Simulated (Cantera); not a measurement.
A perfectly stirred reactor is fed with 0.179 % CO, 0.299 % O2, 0.0189 % H2O, 99.5 % N2, equivalence ratio 0.30, at 4.93 atm; it is held at 1050 K, and followed from long to short residence time.

Computed with Cantera and GRI-Mech 3.0 (53 species, 325 reactions).

One state of this run: x CO = 0.00172; x O2 = 0.00295; x H2O = 0.000189; x NO = 1.46e-11; x NO2 = 2.90e-11; x O = 2.48e-8. x: mole fraction; the columns are a selection and need not sum to one.

Which value of τ (s) does it belong to?
A. 0.25
B. 1.5
C. 3.5
D. 0.60

D, 0.60
